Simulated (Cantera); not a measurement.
Charge: 1 mol V2O5, 850 mol H2, 0.74 mol H2O, at 2223 K.

Method: chemical equilibrium by Gibbs-energy minimisation in Cantera with the NASA 1993 tables (ideal gas, pure condensed phases). Candidate condensed phases: H2O, V, VO, V2O3, V2O4, V2O5; 12 gas species. Kinetics and transport are ignored.

Q: At 0.315 Torr, list the 5 most abundant gas species with their mole fractions, and the condensed phases.

A: H2 0.728, H 0.267, H2O 0.00322, VO 0.00115, VO2 0.000624. Condensed: gas only.
